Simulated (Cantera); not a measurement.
Cantera run, input and output.

```python
import numpy as np
import cantera as ct

gas = ct.Solution("gri30.yaml", transport_model="mixture-averaged")
show = ['C2H2', 'H2O', 'NO']

rows = []
print(f"{'T/K':>7s}{'rho':>11s}{'cp':>10s}{'mu':>11s}{'lambda':>11s}{'Pr':>7s}" + "".join(f"{'D_' + s:>11s}" for s in show))
for T in [400, 650, 900, 1150, 1400, 1650, 1900, 2150]:
    gas.TPX = T, 13332, {'C3H8': 0.6}
    Pr = gas.cp_mass * gas.viscosity / gas.thermal_conductivity
    D = [gas.mix_diff_coeffs_mole[gas.species_index(s)] for s in show]
    rows.append([gas.density, gas.cp_mass, gas.viscosity, gas.thermal_conductivity, Pr, *D])
    print(f"{T:7g}{gas.density:11.4e}{gas.cp_mass:10.1f}{gas.viscosity:11.4e}"
          f"{gas.thermal_conductivity:11.4e}{Pr:7.3f}" + "".join(f"{d:11.4e}" for d in D))
print("SI units: kg/m3, J/kg/K, Pa s, W/m/K, m2/s")
```

Output:

```
    T/K        rho        cp         mu     lambda     Pr     D_C2H2      D_H2O       D_NO
    400 1.7677e-01    2133.9 1.0870e-05 3.0696e-02  0.756 1.1863e-04 1.5431e-04 1.4413e-04
    650 1.0878e-01    3083.2 1.6514e-05 6.7360e-02  0.756 2.8829e-04 3.9531e-04 3.3899e-04
    900 7.8565e-02    3748.9 2.1240e-05 1.0510e-01  0.758 5.1097e-04 7.2197e-04 5.9175e-04
   1150 6.1485e-02    4195.3 2.5378e-05 1.4134e-01  0.753 7.7934e-04 1.1210e-03 8.9525e-04
   1400 5.0506e-02    4523.1 2.9111e-05 1.7552e-01  0.750 1.0889e-03 1.5841e-03 1.2450e-03
   1650 4.2853e-02    4780.3 3.2552e-05 2.0759e-01  0.750 1.4366e-03 2.1056e-03 1.6378e-03
   1900 3.7215e-02    4977.9 3.5772e-05 2.3766e-01  0.749 1.8202e-03 2.6817e-03 2.0713e-03
   2150 3.2888e-02    5126.1 3.8823e-05 2.6586e-01  0.749 2.2381e-03 3.3096e-03 2.5436e-03
SI units: kg/m3, J/kg/K, Pa s, W/m/K, m2/s
```

Model: GRI-Mech 3.0 (53 species, 325 reactions), integrated in Cantera. The composition is frozen, though it would react at the higher temperatures.
